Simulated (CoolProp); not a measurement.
Saturation properties of o-xylene.

The numbers come from the reference Helmholtz-energy equation of state, Zhou 2012 in CoolProp.

```tsv
T (K)	p (MPa)	vapour density (kg/m³)	enthalpy of vaporisation (kJ/kg)	liquid cp (kJ/(kg K))	surface tension (mN/m)	liquid viscosity (µPa s)
479.2	0.4081	12.35	300.3	2.419	11.2	167
490.3	0.5029	15.18	291.5	2.467	10.2	156
501.3	0.6124	18.50	282.3	2.516	9.24	146
512.3	0.7390	22.40	272.6	2.569	8.29	136
523.3	0.8844	27.01	262.3	2.626	7.35	127
534.3	1.050	32.46	251.2	2.688	6.43	119
545.4	1.241	39.00	239.1	2.760	5.53	110
556.4	1.454	46.76	225.9	2.844	4.67	101
567.4	1.695	56.17	211.3	2.948	3.83	92.6
578.4	1.965	67.81	194.7	3.086	3.02	83.8
589.4	2.267	82.62	175.4	3.288	2.26	74.5
600.5	2.609	102.6	151.8	3.631	1.53	64.5
```

It boils at 417.5 K under 1 atm.

Viscosity comes from a separate model (Cao 2016). Surface tension comes from a separate correlation (Mulero 2014).
